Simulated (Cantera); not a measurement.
A perfectly stirred reactor is fed with 2.70 % CH3OH, 0.897 % O2, 96.4 % N2, at 1.20 bar; it is held at 1600 K, and followed from long to short residence time.

Cantera simulation using GRI-Mech 3.0 (53 species, 325 reactions); the numbers are that mechanism's predictions, not measurements. GRI-Mech 3.0 was tuned for natural gas; its chemistry of methanol as a main component is partial and can be far from experiment.

One state of this run: x CH3OH = 3.66e-6; x O2 = 3.21e-5; x CH2CO = 6.62e-8; x NO = 4.68e-7; x CO = 0.0228. x: mole fraction; the columns are a selection and need not sum to one.

Problem. Which value of τ (s) does it belong to?
A. 2.0
B. 0.36
C. 0.85
D. 0.00092

Solution. B, 0.36
